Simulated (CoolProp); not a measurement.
The fluid at 365.5 K and 4.23 MPa is throttled through a valve to 0.469 MPa with no heat exchange. The same conditions are run with several fluids, on thermodynamics alone (safety and materials aside).

Computed with CoolProp (reference Helmholtz-energy equation of state of each fluid (nitrous oxide: Lemmon 2006; hydrogen chloride: Thol 2018; propylene: Lemmon 2013; oxygen: Schmidt 1985; CH3F (R41): Lemmon 2006)).

```tsv
fluid	temperature change (K)	final density (kg/m³)
nitrous oxide	?	7.49
hydrogen chloride	?	?
propylene	-65.2	?
oxygen	?	5.03
CH3F (R41)	-42.9	6.14
```

**Question.** Fill in the missing entries.

**Answer.** 
- nitrous oxide, temperature change (K): -28.2
- hydrogen chloride, temperature change (K): -40.6
- hydrogen chloride, final density (kg/m³): 6.47
- propylene, final density (kg/m³): 8.48
- oxygen, temperature change (K): -6.4

Above 300 K oxygen's equation is extrapolated.
